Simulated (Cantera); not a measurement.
Input: 1 mol Cu, 1.9 mol CO, 71 mol H₂, 2.1 mol O₂, equilibrated at 1.73 Torr.

These are equilibrium values from Cantera (NASA tables, ideal gas, pure condensed phases), not measurements of a reactor. Candidate condensed phases: C, C₆H₆, C₇H₈, C₈H₁₈, Cu, CuO, Cu(OH)₂, Cu₂O, H₂O; 113 gas species. Rates play no part.

x: gas mole fraction; n: condensed amount in mol.

```csv
T (K),x H₂,x H₂O,x CO,x Cu,x H,x CO₂,x OH,n Cu(s),n Cu(l)
1273,0.917,0.0567,0.0251,3.58e-5,1.42e-5,(withheld),1.01e-8,0.997,0
1373,0.917,0.0568,0.0253,0.000344,6.65e-5,(withheld),7.36e-8,0,0.975
1473,0.915,0.0568,0.0254,0.00225,0.000252,(withheld),4.08e-7,0,0.835
1573,0.906,0.0564,0.0252,0.0115,0.000807,(withheld),1.81e-6,0,0.148
1673,0.902,0.0563,0.0252,0.0135,0.00226,(withheld),6.77e-6,0,0
1773,0.899,0.0562,0.0252,0.0135,0.00562,(withheld),2.18e-5,0,0
1873,0.892,0.0560,0.0252,0.0134,0.0127,(withheld),6.20e-5,0,0
```

**Question.** Some entries are withheld; supply them.

**Answer.** 
- 1273, x CO₂: 0.000938
- 1373, x CO₂: 0.000761
- 1473, x CO₂: 0.000637
- 1573, x CO₂: 0.000543
- 1673, x CO₂: 0.000475
- 1773, x CO₂: 0.000425
- 1873, x CO₂: 0.000385
